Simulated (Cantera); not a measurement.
Feed: 1 mol C₂H₆, 0.2 mol H₂O, 1.2 mol CO₂, held at 1573 K and 0.000110 bar.

Equilibrium computed with Cantera from the NASA thermochemical tables; the gas is ideal and each condensed phase is pure. Candidate condensed phases: C, C₆H₆, C₇H₈, C₈H₁₈, H₂O; 110 gas species. The numbers say what is thermodynamically allowed, not how fast it happens.

Base state: H₂ 0.549, CO 0.448, H 0.00287, C₂H₂ (acetylene) 1.13e-5 (mole fractions); condensed: C(graphite).

### Question
What changes in the equilibrium state with this change: temperature from 1573 K to 723 K?

### Answer
```json
[
 {"species": "H₂", "before": "0.549", "after": "0.565"},
 {"species": "CO", "before": "0.448", "after": "0.402"},
 {"species": "CO₂", "before": "7.92e-9", "after": "0.0279"},
 {"species": "H", "before": "0.00287", "after": "<1e-9"},
 {"species": "H₂O", "before": "2.81e-8", "after": "0.00511"},
 {"species": "C(graphite), mol", "before": "0.600", "after": "0.784"}
]
```

### Question
What changes in the equilibrium state with this change: CO₂ from 1.2 to 0.059 mol?

### Answer
| species | before | after |
|---|---|---|
| H₂ | 0.549 | 0.906 |
| CO | 0.448 | 0.0902 |
| H | 0.00287 | 0.00369 |
| C₂H₂ (acetylene) | 1.13e-5 | 1.87e-5 |
| C(graphite), mol | 0.600 | 1.74 |

### Question
What changes in the equilibrium state with this change: temperature from 1573 K to 2800 K?

### Answer
| species | before | after |
|---|---|---|
| H | 0.00287 | 0.675 |
| CO | 0.448 | 0.281 |
| C | <1e-9 | 0.0208 |
| H₂ | 0.549 | 0.00749 |
| C₃ | <1e-9 | 0.0121 |
| C₂ | <1e-9 | 0.00339 |
| C₂H | <1e-9 | 0.000344 |
| C₅ | <1e-9 | 1.40e-5 |
| C(graphite), mol | 0.600 | 0 |
